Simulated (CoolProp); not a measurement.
Values from CoolProp's reference Helmholtz-energy equation of state, Lemmon 2006. It is a short technical equation, of lower accuracy than the large ones.

### Question
For C3F8 (R218), give the phase and the cp (kJ/(kg K)), speed of sound (m/s) at -46.65 °C and 1.01 bar; 39.15 °C and 1.01 bar.

### Answer
- -46.65 °C and 1.01 bar: liquid; cp 0.953, speed of sound 582
- 39.15 °C and 1.01 bar: gas; cp 0.817, speed of sound 119
